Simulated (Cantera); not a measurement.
Reactions in the system H-N-Nb-O

Cantera with NASA thermochemical tables; ideal gases at 1 bar, condensed phases pure. Values are per mole of reaction as written; species without (g) are pure solids or liquids, kept so even where they would boil at 1 bar.

2 NH₃(g) + 2 NbO₂ = N₂O(g) + 3 H₂O(g) + 2 Nb

```
T (K)  ΔH° (kJ)  ΔS° (J/K)  ΔG° (kJ)  log10 K  condensed phases
-----  --------  ---------  --------  -------  ----------------
300      1037.9      364.9     928.5  -161.66    NbO₂(s), Nb(s)
2648      765.8      209.2     211.8    -4.18    NbO₂(l), Nb(s)
2673      765.0      208.9     206.6    -4.04    NbO₂(l), Nb(s)
2698      764.3      208.7     201.3    -3.90    NbO₂(l), Nb(s)
2723      763.6      208.4     196.1    -3.76    NbO₂(l), Nb(s)
2748      762.9      208.1     190.9    -3.63    NbO₂(l), Nb(s)
2773      815.6      227.3     185.3    -3.49    NbO₂(l), Nb(l)
2798      814.5      226.9     179.6    -3.35    NbO₂(l), Nb(l)
2823      813.3      226.5     173.9    -3.22    NbO₂(l), Nb(l)
2848      812.2      226.1     168.3    -3.09    NbO₂(l), Nb(l)
```
